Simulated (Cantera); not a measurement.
**Equilibrium for carbon deposition, reforming and gasification: C2H5OH + H2O**

Charge: 1 mol C2H5OH, a varied amount of H2O, held at 13300 Pa.

Cantera equilibrium calculation (NASA polynomials, part measured and part estimated; ideal gas, pure solids and liquids). Candidate condensed phases: C, C6H6, C7H8, C8H18, H2O; 110 gas species. Equilibrium is a limit: real reactors are often held back by kinetics, nucleation or transport.

Stable condensed phases:

```
T in K \ n(H2O) in mol
         0.21  0.3 0.42 0.59 0.82  1.2  1.6  2.3  3.2  4.5
   2823     A    A    A    A    B    B    B    B    B    B
   2623     A    A    A    A    A    B    B    B    B    B
   2423     A    A    A    A    A    B    B    B    B    B
   2223     A    A    A    A    A    B    B    B    B    B
   2023     A    A    A    A    A    B    B    B    B    B
   1823     A    A    A    A    A    B    B    B    B    B
   1623     A    A    A    A    A    B    B    B    B    B
   1423     A    A    A    A    A    B    B    B    B    B
   1223     A    A    A    A    A    B    B    B    B    B
   1023     A    A    A    A    A    B    B    B    B    B
    823     A    A    A    A    A    A    A    A    B    B
```

A: C; B: gas only.
